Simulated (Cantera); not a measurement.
A Cantera script and its output.

```python
import numpy as np
import cantera as ct

surf = ct.Interface("diamond.yaml", "diamond_100")
gas, bulk = surf.adjacent["gas"], surf.adjacent["diamond"]
k = surf.kinetics_species_index(bulk.species_names[0])
cover = ["c6HH", "c6H*", "c6*H", "c6**", "c6HM", "c6B"]

rows, drift = [], 0.0
print(f"{'xH':>10s}{'um/h':>11s}" + "".join(f"{s:>11s}" for s in cover))
for v in [0.0001, 0.00024, 0.00056, 0.0013, 0.0031, 0.0074, 0.018, 0.041, 0.098]:
    T, P, xH, xCH3 = 1123, 3300, v, 9.5e-05
    gas.TPX = T, P, {"H": xH, "CH3": xCH3, "CH4": 0.0043, "H2": 1 - xH - xCH3 - 0.0043}
    surf.TP = bulk.TP = T, P
    surf.coverages = "c6H*:0.1, c6HH:0.9"
    surf.advance_coverages(100.0)
    before = surf.coverages
    surf.advance_coverages(100.0)
    drift = max(drift, np.max(np.abs(surf.coverages - before) / (surf.coverages + 1e-9)))
    rate = surf.net_production_rates[k] * bulk.mean_molecular_weight / bulk.density * 3.6e9
    rows.append([rate, *surf[cover].coverages])
    print(f"{v:10.4g}{rate:11.4e}" + "".join(f"{x:11.3e}" for x in rows[-1][1:]))
```

Result:

```
        xH       um/h       c6HH       c6H*       c6*H       c6**       c6HM        c6B
    0.0001 6.3852e-02  5.992e-01  2.414e-02  3.630e-01  5.235e-03  4.102e-03  1.733e-10
   0.00024 1.5606e-01  5.422e-01  2.734e-02  4.112e-01  9.923e-03  5.001e-03  4.235e-10
   0.00056 3.3004e-01  5.134e-01  2.886e-02  4.339e-01  1.445e-02  5.405e-03  8.956e-10
    0.0013 6.3960e-01  5.000e-01  2.956e-02  4.444e-01  1.767e-02  5.121e-03  1.736e-09
    0.0031 1.1305e+00  4.944e-01  2.992e-02  4.496e-01  1.955e-02  4.086e-03  3.068e-09
    0.0074 1.7011e+00  4.926e-01  3.015e-02  4.525e-01  2.049e-02  2.669e-03  4.616e-09
     0.018 2.1788e+00  4.923e-01  3.034e-02  4.541e-01  2.094e-02  1.428e-03  5.912e-09
     0.041 2.4527e+00  4.924e-01  3.056e-02  4.548e-01  2.116e-02  7.104e-04  6.656e-09
     0.098 2.6071e+00  4.924e-01  3.099e-02  4.548e-01  2.133e-02  3.168e-04  7.074e-09
```

Model: the Harris–Goodwin 1993 mechanism for the reconstructed diamond (100) surface, integrated in Cantera.
